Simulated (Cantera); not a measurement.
A Cantera script and what it prints.

```python
import numpy as np
import cantera as ct

gas_names = """
    CL CL2 H HCL H2 Si SiCL SiCL2 SiCL3 SiCL4 SiH SiHCL3 SiH2 SiH2CL2 SiH3 SiH3CL SiH4 Si2 Si3
""".split()
cond_names = """
    Si(cr) Si(L)
""".split()


# ... load() reads the species with a 1 bar reference pressure and builds the phases ...
atoms = {
    'Si2H6': {'Si': 2, 'H': 6},
    'H2': {'H': 2},
    'Cl2': {'CL': 2},
}
top_T = {}  # K; cautious upper limits of use, not melting points


# ... equilibrate(T, P, feed) seeds the gas with the atoms and calls Mixture.equilibrate('TP', solver="vcs", rtol=1e-11, max_steps=5000) ...
results = []
feed = {'Si2H6': 1, 'H2': 810, 'Cl2': 0.018}  # mol
P = 101325  # Pa
for T in [1148, 1198, 1248, 1298, 1348, 1398, 1448, 1498, 1548, 1598, 1648, 1698]:
    mix = equilibrate(T, P, feed)
    results.append((T, P, feed, dict(zip(mix.species_names, mix.species_moles))))

top = {s: max(r[3][s] / sum(r[3][g] for g in gas_names) for r in results) for s in gas_names}
cols = sorted((s for s in top if top[s] > 1e-05), key=lambda s: -top[s])[:9]
seen = [c for c in cond_names if any(r[3].get(c, 0) > 1e-12 for r in results)]
print("log10 of partial pressures in bar; condensed amounts in mol")
print(f"{'T/K':>10s}" + "".join(f"{s[:9]:>10s}" for s in cols + seen))
for T, P, feed, n in results:
    ng = sum(n[g] for g in gas_names)
    print(f"{T:10.4g}" + "".join(f"{np.log10(max(n[s] / ng * P / 1e5, 1e-99)):10.3f}" for s in cols)
          + "".join(f"{n.get(c, 0):10.4g}" for c in seen))
```

It prints:

```
log10 of partial pressures in bar; condensed amounts in mol
       T/K        H2         H       HCL      SiH2    Si(cr)     Si(L)
      1148     0.006    -7.142    -4.349    -8.395     1.999         0
      1198     0.006    -6.718    -4.349    -7.937     1.999         0
      1248     0.006    -6.328    -4.349    -7.515     1.999         0
      1298     0.006    -5.967    -4.349    -7.126     1.999         0
      1348     0.006    -5.633    -4.349    -6.766     1.999         0
      1398     0.006    -5.322    -4.349    -6.431     1.999         0
      1448     0.006    -5.033    -4.348    -6.120     1.999         0
      1498     0.006    -4.762    -4.348    -5.830     1.998         0
      1548     0.006    -4.509    -4.348    -5.559     1.997         0
      1598     0.006    -4.271    -4.348    -5.305     1.995         0
      1648     0.006    -4.048    -4.348    -5.066     1.991         0
      1698     0.006    -3.837    -4.348    -4.849         0     1.986
```

Method: chemical equilibrium by Gibbs-energy minimisation in Cantera with the NASA 1993 tables (ideal gas, pure condensed phases). The feed counts by its element totals alone. Gases not in the tables: Si2H6 and higher silanes.
